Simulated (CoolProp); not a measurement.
Vapour pressure (MPa) of CH3F (R41): the reference equation beside estimates from Tc = 317.3 K, pc = 5.906 MPa, ω = 0.200. Clausius-Clapeyron is anchored at 155.8 K with a constant enthalpy of vaporisation of 18.27 kJ/mol.

Computed with CoolProp (reference Helmholtz-energy equation of state, Lemmon 2006). It is a short technical equation, of lower accuracy than the large ones.

| T (K) | reference | Clausius-Clapeyron | van der Waals | Soave-Redlich-Kwong | Peng-Robinson |
|---|---|---|---|---|---|
| 148.9 | 0.003282 | 0.003313 | 0.1055 | 0.002777 | 0.003058 |
| 155.8 | 0.006370 | 0.006370 | 0.1451 | 0.005539 | 0.005992 |
| 162.6 | 0.01151 | 0.01149 | 0.1936 | 0.01025 | 0.01092 |
| 169.5 | 0.01985 | 0.01992 | 0.2536 | 0.01805 | 0.01899 |
| 176.3 | 0.03241 | 0.03285 | 0.3246 | 0.03002 | 0.03123 |
| 183.2 | … | 0.05253 | … | 0.04813 | … |
| 190 | 0.07723 | 0.08071 | 0.5074 | 0.07375 | 0.07535 |
| 196.9 | 0.1136 | 0.1210 | 0.6217 | 0.1099 | 0.1115 |
| 203.7 | 0.1616 | 0.1757 | 0.7502 | … | 0.1593 |
| 210.6 | 0.2252 | … | 0.8977 | 0.2222 | 0.2229 |
| 217.4 | 0.3053 | 0.3468 | 1.061 | 0.3037 | 0.3035 |
| 224.3 | 0.4074 | 0.4733 | 1.245 | 0.4081 | 0.4064 |
| 231.1 | 0.5318 | 0.6315 | 1.446 | 0.5358 | 0.5322 |

Problem. Some entries are withheld; supply them.

Solution. 
- 183.2, reference: 0.05111
- 183.2, van der Waals: 0.4096
- 183.2, Peng-Robinson: 0.04958
- 203.7, Soave-Redlich-Kwong: 0.1579
- 210.6, Clausius-Clapeyron: 0.2502

Absolute difference from the reference over all 13 rows, mean and median: Clausius-Clapeyron 6.5 and 4.5 %, van der Waals 919.0 and 557.0 %, Soave-Redlich-Kwong 5.7 and 4.5 %, Peng-Robinson 2.8 and 2.4 %.
